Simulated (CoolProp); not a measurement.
Propylene at several states: density (kg/m³) from the reference equation and from simpler models built on Tc = 91.1 °C, pc = 4555 kPa, ω = 0.146; each cubic takes its own stable root.

Model: reference Helmholtz-energy equation of state, Lemmon 2013, in CoolProp.

```csv
T (°C),p (kPa),phase,reference
178.15,2030,gas,24.70
-171.35,186,liquid,752.0
-12.65,54.6,gas,1.074
```

Q: How far does each simpler model (van der Waals, Redlich-Kwong, Soave-Redlich-Kwong, Peng-Robinson) lie from the reference over these 3 states: mean and median of the absolute difference, and the worst?

A: 
- van der Waals: mean 13.2 %, median 0.5 %, worst -38.8 % at -171.35 °C and 186 kPa
- Redlich-Kwong: mean 3.2 %, median 0.4 %, worst -8.9 % at -171.35 °C and 186 kPa
- Soave-Redlich-Kwong: mean 3.2 %, median 0.4 %, worst -9.3 % at -171.35 °C and 186 kPa
- Peng-Robinson: mean 0.9 %, median 1.0 %, worst +1.5 % at -171.35 °C and 186 kPa
